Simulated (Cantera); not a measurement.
## Thermodynamics of silicon epitaxy and polysilicon growth, feed SiCl4 + HCl + H2

A closed system holds: 1 mol SiCl4, 0.18 mol HCl, 140 mol H2, equilibrated at 6.90 mbar.

Cantera equilibrium calculation (NASA polynomials, part measured and part estimated; ideal gas, pure solids and liquids). Candidate condensed phases: Si; 19 gas species. The tables' values for SiCl3 are old estimates; treat these amounts as uncertain. The numbers say what is thermodynamically allowed, not how fast it happens.

```
T (K)   x H2    x HCl   x SiCl4   x SiCl2  x SiHCl3   x SiCl3  n Si(s)
-----  -----  -------  --------  --------  --------  --------  -------
873    0.988  0.00560   0.00460   4.03e-5   0.00174   5.62e-5   0.0825
923    0.985  0.00908   0.00384  0.000120   0.00148  0.000107    0.207
973    0.982   0.0135   0.00284  0.000298   0.00116  0.000172    0.361
1023   0.978   0.0182   0.00173  0.000604  0.000787  0.000223    0.520
1073   0.975   0.0222  0.000817  0.000980  0.000440  0.000224    0.647
1123   0.974   0.0245  0.000299   0.00130  0.000204  0.000177    0.717
1173   0.973   0.0254   9.65e-5   0.00150   8.63e-5  0.000121    0.741
1223   0.973   0.0256   3.12e-5   0.00164   3.65e-5   8.01e-5    0.745
1273   0.973   0.0256   1.06e-5   0.00175   1.61e-5   5.32e-5    0.739
1323   0.973   0.0256   3.88e-6   0.00184   7.49e-6   3.61e-5    0.732
1373   0.973   0.0255   1.52e-6   0.00192   3.67e-6   2.51e-5    0.723
1423   0.973   0.0254   6.35e-7   0.00199   1.89e-6   1.79e-5    0.714
```
x: gas mole fraction; n: condensed amount in mol.

From 873 K to 1423 K the condensed part is Si(s). The main Si-bearing gas is SiCl4 at 873 K and SiCl2 at 1423 K. The share of Si in condensed phases is highest at 1223 K (74.5 %) and lowest at 873 K (8.3 %).
